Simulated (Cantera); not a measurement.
Feed: 1 mol Si2Cl6, a varied amount of NH3, equilibrated at 625 °C and 0.0100 bar.

These are equilibrium values from Cantera (NASA tables, ideal gas, pure condensed phases), not measurements of a reactor. Candidate condensed phases: NH4Cl, Si, Si3N4; 28 gas species. The feed counts by its element totals alone. Kinetics and transport are ignored.

What share of the Si ends up in condensed phases as a function of n(NH3) (mol), at 0.44, 1.6, 2.7, 3.8, 5, 6.1, 7.3, 8.4?


| n(NH3) (mol) | Si condensed (%) | as |
|---|---|---|
| 0.44 | 24.1 | Si(s) + Si3N4(s) |
| 1.6 | 47.8 | Si3N4(s) |
| 2.7 | 60.6 | Si3N4(s) |
| 3.8 | 70.5 | Si3N4(s) |
| 5 | 78.7 | Si3N4(s) |
| 6.1 | 84.4 | Si3N4(s) |
| 7.3 | 89.0 | Si3N4(s) |
| 8.4 | 92.0 | Si3N4(s) |
